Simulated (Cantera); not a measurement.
Charge: 1 mol SiH₂Cl₂, 3 mol NH₃, 27 mol N₂, equilibrated at 37.0 Pa.

Method: chemical equilibrium by Gibbs-energy minimisation in Cantera with the NASA 1993 tables (ideal gas, pure condensed phases). Candidate condensed phases: NH₄Cl, Si, Si₃N₄; 28 gas species. Kinetics and transport are ignored.

Problem. What share of the Si ends up in condensed phases as a function of T (°C), at 1225, 1275, 1325, 1375, 1425, 1475, 1525, 1575, 1625, 1675, 1725, 1775, 1825, 1875?

Solution. 
```json
[
 {"T (°C)": "1225", "Si condensed (%)": "66.5", "as": "Si₃N₄(s)"},
 {"T (°C)": "1275", "Si condensed (%)": "55.3", "as": "Si₃N₄(s)"},
 {"T (°C)": "1325", "Si condensed (%)": "44.3", "as": "Si₃N₄(s)"},
 {"T (°C)": "1375", "Si condensed (%)": "41.6", "as": "Si(s)"},
 {"T (°C)": "1425", "Si condensed (%)": "37.1", "as": "Si(l)"},
 {"T (°C)": "1475", "Si condensed (%)": "29.9", "as": "Si(l)"},
 {"T (°C)": "1525", "Si condensed (%)": "13.9", "as": "Si(l)"},
 {"T (°C)": "1575", "Si condensed (%)": "0.0", "as": "-"},
 {"T (°C)": "1625", "Si condensed (%)": "0.0", "as": "-"},
 {"T (°C)": "1675", "Si condensed (%)": "0.0", "as": "-"},
 {"T (°C)": "1725", "Si condensed (%)": "0.0", "as": "-"},
 {"T (°C)": "1775", "Si condensed (%)": "0.0", "as": "-"},
 {"T (°C)": "1825", "Si condensed (%)": "0.0", "as": "-"},
 {"T (°C)": "1875", "Si condensed (%)": "0.0", "as": "-"}
]
```
